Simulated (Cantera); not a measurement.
Feed: 1 mol SiH4, 0.2 mol N2, held at 0.00720 bar.

These are equilibrium values from Cantera (NASA tables, ideal gas, pure condensed phases), not measurements of a reactor. Candidate condensed phases: Si, Si3N4; 18 gas species. N2 is the only nitrogen source here; it is nearly inert below about 1500 K, so the nitride shown seldom forms there in practice. Mutual solubility and eutectic melting of coexisting phases are not modelled. Equilibrium is a limit: real reactors are often held back by kinetics, nucleation or transport. All values below are at 1077 °C.

Base state: H2 1.000, N2 0.000246, H 2.81e-5 (mole fractions); condensed: Si(s) + Si3N4(s).

Problem. What changes in the equilibrium state with this change: SiH4 replaced by SiF4?

Solution. 
| species | before | after |
|---|---|---|
| SiF4 | 0 | 0.833 |
| N2 | 0.000246 | 0.167 |
| H2 | 1.000 | 0 |
| H | 2.81e-5 | 0 |
| Si(s), mol | 0.701 | 0 |
| Si3N4(s), mol | 0.0998 | 0 |
